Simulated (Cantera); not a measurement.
A closed system holds: 1 mol HI, 1.3 mol H2, 0.18 mol O2, held at 0.000130 bar.

These are equilibrium values from Cantera (NASA tables, ideal gas, pure condensed phases), not measurements of a reactor. Candidate condensed phases: H2O, I2; 12 gas species. Rates play no part.

x: gas mole fraction; nothing condenses.

```json
[
 {"T (K)": "2000", "x H": "0.0949", "x H2": "0.443", "x I": "0.338", "x H2O": "0.119", "x O": "0.000400", "x OH": "0.00255", "x O2": "___"},
 {"T (K)": "2075", "x H": "0.148", "x H2": "0.404", "x I": "0.328", "x H2O": "0.112", "x O": "0.00124", "x OH": "0.00472", "x O2": "___"},
 {"T (K)": "2150", "x H": "0.220", "x H2": "0.352", "x I": "0.314", "x H2O": "0.101", "x O": "0.00357", "x OH": "0.00812", "x O2": "___"},
 {"T (K)": "2225", "x H": "0.307", "x H2": "0.291", "x I": "0.296", "x H2O": "0.0827", "x O": "0.00921", "x OH": "0.0126", "x O2": "___"},
 {"T (K)": "2300", "x H": "0.403", "x H2": "0.226", "x I": "0.274", "x H2O": "0.0576", "x O": "0.0202", "x OH": "0.0166", "x O2": "___"},
 {"T (K)": "2375", "x H": "0.499", "x H2": "0.163", "x I": "0.251", "x H2O": "0.0317", "x O": "0.0357", "x OH": "0.0173", "x O2": "___"},
 {"T (K)": "2450", "x H": "0.579", "x H2": "0.108", "x I": "0.232", "x H2O": "0.0136", "x O": "0.0506", "x OH": "0.0142", "x O2": "___"},
 {"T (K)": "2525", "x H": "0.636", "x H2": "0.0670", "x I": "0.219", "x H2O": "0.00482", "x O": "0.0608", "x OH": "0.00977", "x O2": "___"}
]
```

### Question
What belongs in the gaps?

### Answer

- 2000, x O2: 4.65e-5
- 2075, x O2: 0.000148
- 2150, x O2: 0.000434
- 2225, x O2: 0.00110
- 2300, x O2: 0.00215
- 2375, x O2: 0.00289
- 2450, x O2: 0.00262
- 2525, x O2: 0.00179
